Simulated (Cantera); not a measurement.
A closed system holds: 1 mol SiHCl₃, 33 mol NH₃, equilibrated at 1577 °C and 0.0100 bar.

Method: chemical equilibrium by Gibbs-energy minimisation in Cantera with the NASA 1993 tables (ideal gas, pure condensed phases). Candidate condensed phases: NH₄Cl, Si, Si₃N₄; 28 gas species. The tables' values for SiCl, SiN are old estimates; treat these amounts as uncertain. Gases not in the tables: Si₂H₆ and higher silanes. Rates play no part.

Base state: H₂ 0.714, N₂ 0.242, HCl 0.0342, SiCl₂ 0.00473, H 0.00455, Si 0.000645, SiCl 0.000169, Cl 0.000166 (mole fractions); condensed: Si(l).

**Question.** What changes in the equilibrium state with this change: NH₃ from 33 to 1 mol?

**Answer.** 
```
species       before    after
----------  --------  -------
H₂             0.714    0.375
HCl           0.0342    0.245
SiCl₂        0.00473    0.244
N₂             0.242    0.125
SiCl₄        1.89e-8  9.61e-5
SiCl₃        7.79e-6  0.00399
SiHCl₃       1.12e-7  4.15e-5
Cl          0.000166  0.00164
Si(l), mol     0.612        0
```
The tables' values for SiCl₃, SiCl are old estimates; treat these amounts as uncertain.

**Question.** What changes in the equilibrium state with this change: SiHCl₃ replaced by SiH₂Cl₂?

**Answer.** 
```csv
species,before,after
H₂,0.714,0.726
N₂,0.242,0.242
HCl,0.0342,0.0244
SiCl₂,0.00473,0.00236
Cl,0.000166,0.000117
SiCl,0.000169,0.000120
SiH₂,3.01e-5,3.06e-5
SiH,5.40e-5,5.45e-5
"Si(l), mol",0.612,0.777
```

**Question.** What changes in the equilibrium state with this change: temperature from 1577 °C to 952 °C?

**Answer.** 
```
species          before    after
-------------  --------  -------
H₂                0.714    0.720
N₂                0.242    0.235
HCl              0.0342   0.0445
SiCl₂           0.00473  5.88e-6
Si             0.000645    <1e-9
SiCl           0.000169    <1e-9
Si(l), mol        0.612        0
Si₃N₄(s), mol         0    0.333
```
